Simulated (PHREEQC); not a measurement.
Synthetic water in mg/L, 25 °C, pH 5.77, pe 8.1:

| constituent | mg/L |
|---|---|
| Na | 0.773 |
| K | 1.14 |
| Ca | 2.54 |
| Mg | 0.225 |
| Cl | 1.08 |
| S(6) as SO4 | 0.731 |
| Alkalinity as HCO3 | 10 |
| Si as SiO2 | 0.0013 |
| Sr | 0.21 |
| N(5) as NO3 | 0.0571 |

Valence states are taken as typed.

The numbers come from PHREEQC with the ion-association model, wateq4f.dat.

- ionic strength: 0.000295 mol/kgw
- charge-balance error: 0.6 %

| species | molality | activity | log γ |
|---|---|---|---|
| CO2 | 0.000620 | 0.000620 | 0.000 |
| HCO3- | 0.000166 | 0.000162 | -0.009 |
| Ca+2 | 6.32e-5 | 5.84e-5 | -0.034 |
| Na+ | 3.36e-5 | 3.30e-5 | -0.009 |
| Cl- | 3.05e-5 | 2.99e-5 | -0.009 |
| K+ | 2.92e-5 | 2.86e-5 | -0.009 |
| Mg+2 | 9.22e-6 | 8.53e-6 | -0.034 |
| SO4-2 | 7.51e-6 | 6.94e-6 | -0.034 |
| Sr+2 | 2.39e-6 | 2.21e-6 | -0.034 |
| H+ | 1.73e-6 | 1.70e-6 | -0.008 |
| NO3- | 9.21e-7 | 9.03e-7 | -0.009 |
| CaHCO3+ | 1.23e-7 | 1.21e-7 | -0.008 |
| CaSO4 | 8.09e-8 | 8.09e-8 | 0.000 |
| H4SiO4 | 2.16e-8 | 2.16e-8 | 0.000 |
| MgHCO3+ | 1.65e-8 | 1.62e-8 | -0.009 |

This is a speciation only: nothing precipitates in the calculation.
